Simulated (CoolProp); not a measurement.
Dimethyl carbonate along the isotherm 323.9 K: fugacity coefficient from the reference equation and from simpler models built on Tc = 557.0 K, pc = 49.09 bar, ω = 0.346; each cubic takes its own stable root.

Values from CoolProp's reference Helmholtz-energy equation of state, Zhou 2011.

```csv
p (bar),phase,reference
0.233,gas,0.9905
0.376,liquid,0.6327
0.608,liquid,0.3915
0.982,liquid,0.2427
1.59,liquid,0.1502
2.56,liquid,0.09358
4.14,liquid,0.05817
6.69,liquid,0.03629
10.8,liquid,0.02278
17.5,liquid,0.01437
28.2,liquid,0.009233
45.6,liquid,0.006041
73.6,liquid,0.004097
```

Problem. How far does each simpler model (van der Waals, Redlich-Kwong, Soave-Redlich-Kwong, Peng-Robinson) lie from the reference over these 13 states: mean and median of the absolute difference, and the worst?

Solution. 
- van der Waals: mean 875.1 %, median 1268.7 %, worst +1505.1 % at 323.9 K and 73.6 bar
- Redlich-Kwong: mean 168.1 %, median 195.3 %, worst +206.6 % at 323.9 K and 73.6 bar
- Soave-Redlich-Kwong: mean 3.3 %, median 3.8 %, worst -4.1 % at 323.9 K and 0.376 bar
- Peng-Robinson: mean 0.6 %, median 0.6 %, worst -0.7 % at 323.9 K and 73.6 bar

At some of these states van der Waals, Redlich-Kwong, Soave-Redlich-Kwong gives the other phase, because its saturation line lies elsewhere.
